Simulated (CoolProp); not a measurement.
Vapour-liquid equilibrium of R134a (1) + R227EA (2) at -15.35 °C; x and y are mole fractions of (1).

Values from CoolProp's multi-fluid Helmholtz-energy mixture model, Tillner-Roth 1994 and Lemmon 2016; pair parameters Bell 2016.

```csv
x,"bubble pressure, mixture model (MPa)","bubble pressure, Raoult's law (MPa)","y, mixture model","y, Raoult's law"
0.05,0.1098,0.1085,0.083,0.074
0.125,0.1155,0.1127,0.193,0.179
0.2,0.1209,0.1169,0.291,0.276
0.275,0.1260,0.1211,0.379,0.367
0.35,0.1309,0.1253,0.459,0.451
0.425,0.1354,0.1295,0.532,0.530
0.5,0.1396,0.1337,0.600,0.604
0.575,0.1436,0.1378,0.664,0.674
0.65,0.1473,0.1420,0.726,0.739
0.725,0.1508,0.1462,0.785,0.801
0.8,0.1541,0.1504,0.843,0.859
0.875,0.1571,0.1546,0.901,0.915
0.95,0.1599,0.1588,0.960,0.967
```

The largest gap from Raoult's law is +4.6 % in bubble pressure, at x = 0.425. No azeotrope shows between x = 0.05 and 0.95.

The pair parameters rest on a limited set of measurements; away from them the model extrapolates.
